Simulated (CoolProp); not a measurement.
Values from CoolProp's reference Helmholtz-energy equation of state, Thol 2015.

Q: Give the vapour pressure (bar), vapour density (kg/m³), liquid cp (kJ/(kg K)) of saturated octamethylcyclotetrasiloxane (D4) at 411.3, 437.8 K.

A: 
```tsv
T (K)	p (bar)	vapour density (kg/m³)	liquid cp (kJ/(kg K))
411.3	0.348	3.13	1.90
437.8	0.758	6.58	1.97
```
